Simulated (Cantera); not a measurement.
A perfectly stirred reactor is fed with CH4 : H2 : N2 = 0.031 : 1 : 0.018 (molar parts), at 0.0263 atm; it is held at 2125 K, and followed from long to short residence time.

Model: GRI-Mech 3.0 (53 species, 325 reactions), integrated in Cantera. GRI-Mech 3.0 stops at C3 and has no aromatics, soot or wall deposition, so with more carbon than oxygen in the feed, carbon stays in small species such as C2H2 where larger ones or solid carbon would form. Radical loss at walls, strong at low pressure, is not modelled.

Q: What does this change do: H2 1 to 0.15 parts?

A: 
```tsv
quantity	before	after
x(CH4) at τ = 2.70 s	0.000328	0.000693
x(H2) at τ = 2.70 s	0.949	0.837
x(H) at τ = 2.70 s	0.0196	0.0177
x(C2H6) at τ = 2.70 s	1.66e-9	8.12e-9
x(C2H) at τ = 2.70 s	8.02e-6	3.88e-5
x(CH4) at τ = 38.0 ms	0.00603	0.0171
x(H2) at τ = 38.0 ms	0.955	0.834
x(H) at τ = 38.0 ms	0.0105	0.00816
x(C2H6) at τ = 38.0 ms	3.09e-7	2.28e-6
x(C2H) at τ = 38.0 ms	3.28e-6	1.58e-5
```
